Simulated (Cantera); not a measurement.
A Cantera script and its output.

```python
import numpy as np
import cantera as ct

gas = ct.Solution("gri30.yaml")
gas.TPX = 675, 170000, {'CO': 1, 'H2': 0.046, 'O2': 0.902, 'N2': 3.39, 'H2O': 0.49}
inlet = ct.Reservoir(gas, clone=True)
gas.equilibrate("HP")  # start burning
reactor = ct.IdealGasConstPressureReactor(gas, energy="on", clone=False)
exhaust = ct.Reservoir(gas, clone=True)
tau = [0.053, 0.02, 0.0075, 0.0028, 0.0011, 0.0004, 0.00015, 5.7e-05, 2.1e-05, 8.1e-06][0]
for a, b in ((inlet, reactor), (reactor, exhaust)):
    ct.MassFlowController(a, b, mdot=lambda t: reactor.mass / tau)
net = ct.ReactorNet([reactor])
show = ['CO', 'H2', 'O2', 'H2O2', 'NO2']

rows = []
print(f"{'tau/s':>10s}{'T/K':>9s}" + "".join(f"{s:>11s}" for s in show))
for tau in [0.053, 0.02, 0.0075, 0.0028, 0.0011, 0.0004, 0.00015, 5.7e-05, 2.1e-05, 8.1e-06]:
    net.initial_time = 0.0
    net.advance(30 * tau)
    before = gas.X
    net.advance(40 * tau)
    drift = np.max(np.abs(gas.X - before) / (gas.X + 1e-9))
    rows.append([gas.T, *gas[show].X, drift])
    print(f"{tau:10.3e}{gas.T:9.1f}" + "".join(f"{x:11.3e}" for x in gas[show].X))
```

It prints:

```
     tau/s      T/K         CO         H2         O2       H2O2        NO2
 5.300e-02   2049.4  2.256e-03  2.234e-04  7.164e-02  9.043e-08  3.596e-07
 2.000e-02   2036.2  3.636e-03  3.485e-04  7.216e-02  1.097e-07  2.130e-07
 7.500e-03   2010.9  6.267e-03  5.933e-04  7.312e-02  1.496e-07  1.244e-07
 2.800e-03   1967.8  1.076e-02  1.015e-03  7.483e-02  2.217e-07  6.481e-08
 1.100e-03   1904.5  1.733e-02  1.610e-03  7.746e-02  3.413e-07  3.359e-08
 4.000e-04   1802.1  2.814e-02  2.416e-03  8.205e-02  5.989e-07  1.907e-08
 1.500e-04   1638.8  4.799e-02  2.969e-03  9.128e-02  1.306e-06  1.154e-08
 5.700e-05    675.0  1.716e-01  7.893e-03  1.548e-01 -3.622e-19 -8.153e-21
 2.100e-05    675.0  1.716e-01  7.893e-03  1.548e-01  1.250e-21  4.967e-26
 8.100e-06    675.0  1.716e-01  7.893e-03  1.548e-01  8.256e-23 -5.101e-30
```

Cantera simulation using GRI-Mech 3.0 (53 species, 325 reactions); the numbers are that mechanism's predictions, not measurements.
